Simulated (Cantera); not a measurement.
# Ignition delay

Mixture: CO : H2 : O2 : N2 = 1 : 1.1 : 0.955 : 3.59 (molar parts), at 1.00 bar, adiabatic and at constant pressure. Ignition delay is the time to a rise of 400 K.

Cantera simulation using GRI-Mech 3.0 (53 species, 325 reactions); the numbers are that mechanism's predictions, not measurements. Where the delays flatten at high temperature, the 400 K rule measures the pace of heat release, not the induction time.

```tsv
T0 (K)	delay (ms)
975	0.608
1025	0.217
1075	0.127
1125	0.0868
1175	0.0646
1225	0.0508
1275	0.0417
1325	0.0355
1375	0.0312
1425	0.0281
```
